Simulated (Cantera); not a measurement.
An adiabatic, constant-volume homogeneous reactor starts with 10.9 % CH4, 9.49 % O2, 79.6 % N2, equivalence ratio 2.3, at 1150 K and 1.00 bar.

Detailed kinetics in Cantera: GRI-Mech 3.0 (53 species, 325 reactions).

x: mole fraction; the columns are a selection and need not sum to one.

| t (s) | T (K) | P (bar) | x CH4 | x O2 | x CH2 | x C2H6 | x CO | x N2O | x C2H2 |
|---|---|---|---|---|---|---|---|---|---|
| 5.00e-6 | 1150 | 1.00 | 0.109 | 0.0949 | <1e-12 | <1e-12 | <1e-12 | <1e-12 | <1e-12 |
| 1.20e-5 | 1150 | 1.00 | 0.109 | 0.0949 | <1e-12 | <1e-12 | <1e-12 | <1e-12 | <1e-12 |
| 2.86e-5 | 1150 | 1.00 | 0.109 | 0.0949 | <1e-12 | <1e-12 | <1e-12 | <1e-12 | <1e-12 |
| 6.84e-5 | 1150 | 1.00 | 0.109 | 0.0949 | <1e-12 | <1e-12 | <1e-12 | <1e-12 | <1e-12 |
| 0.000164 | 1150 | 1.00 | 0.109 | 0.0949 | <1e-12 | 3.45e-12 | <1e-12 | <1e-12 | <1e-12 |
| 0.000391 | 1150 | 1.00 | 0.109 | 0.0949 | <1e-12 | 5.31e-11 | 2.00e-12 | <1e-12 | <1e-12 |
| 0.000935 | 1150 | 1.000 | 0.109 | 0.0949 | <1e-12 | 1.01e-9 | 3.39e-11 | <1e-12 | <1e-12 |
| 0.00224 | 1150 | 1.000 | 0.109 | 0.0949 | <1e-12 | 2.67e-8 | 7.62e-10 | 1.23e-12 | <1e-12 |
| 0.00535 | 1150 | 1.00 | 0.109 | 0.0949 | <1e-12 | 5.90e-7 | 2.06e-8 | 4.00e-12 | <1e-12 |
| 0.0128 | 1150 | 1.00 | 0.109 | 0.0949 | <1e-12 | 3.88e-6 | 3.04e-7 | 1.04e-11 | 3.64e-12 |
| 0.0306 | 1150 | 1.00 | 0.109 | 0.0948 | <1e-12 | ___ | ___ | 3.10e-11 | 4.72e-11 |
| 0.0731 | 1151 | 1.00 | 0.109 | 0.0947 | <1e-12 | 5.20e-5 | 2.35e-5 | 1.20e-10 | 6.81e-10 |
| 0.175 | 1158 | 1.01 | 0.108 | 0.0940 | 1.77e-12 | ___ | ___ | 7.02e-10 | ___ |
| 0.418 | 1937 | 1.89 | 0.000328 | 3.79e-9 | 3.65e-8 | 7.46e-9 | 0.0867 | 9.04e-10 | 0.000254 |
| 1.00 | 1934 | 1.89 | 9.08e-10 | 3.58e-9 | <1e-12 | <1e-12 | 0.0875 | 4.97e-10 | <1e-12 |

Problem. What belongs in the gaps?

Solution. 
- 0.0306, x C2H6: 1.41e-5
- 0.0306, x CO: 2.73e-6
- 0.175, x C2H6: 0.000270
- 0.175, x CO: 0.000292
- 0.175, x C2H2: 2.65e-8
